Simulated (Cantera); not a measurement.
Input: 1 mol CF4, 0.25 mol H2, held at 6.60 mbar.

These are equilibrium values from Cantera (NASA tables, ideal gas, pure condensed phases), not measurements of a reactor. Candidate condensed phases: C, C6H6, C7H8, C8H18; 110 gas species. Ions and electrons are included (thermal ionisation). Rates play no part.

### Question
At 3000 K, list the 7 most abundant gas species with their mole fractions, and the condensed phases.

### Answer
F 0.727, HF 0.117, CF 0.0798, C3 0.0404, CF2 0.0200, C 0.00729, C2 0.00432. Condensed: gas only.
